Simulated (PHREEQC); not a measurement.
1 kg of water holding 0.17 mol/kgw KCl, 0.0036 mol/kgw Na2CO3, 0.36 mol/kgw NaHCO3 and 0.25 mol/kgw NaCl is evaporated at 25 °C; the solids stay in contact with the brine. CO2 is held at log p = -3.4 (atm). Solids allowed: Halite, Kalicinite, Nahcolite, Natron, Sylvite, Trona. Others were left out.

Equilibrium calculation in PHREEQC: Pitzer model, pitzer.dat.

Question: Predict Trona (mol) at water left (kg) = 1.002, 0.07782, 0.05131, 0.02743, 0.01417.

Answer: 
```tsv
water left (kg)	Trona (mol)
1.002	0
0.07782	0.0734
0.05131	0.101
0.02743	0.111
0.01417	0.116
```
